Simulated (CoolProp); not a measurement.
Model: reference Helmholtz-energy equation of state, Lemmon 2006, in CoolProp. It is a short technical equation, of lower accuracy than the large ones.

Question: For nitrous oxide, give the phase and the cv (kJ/(kg K)), speed of sound (m/s) at 318.8 K and 6.56 MPa; 500 K and 6.56 MPa.

Answer: 
- 318.8 K and 6.56 MPa: gas; cv 0.897, speed of sound 219
- 500 K and 6.56 MPa: gas; cv 0.872, speed of sound 334
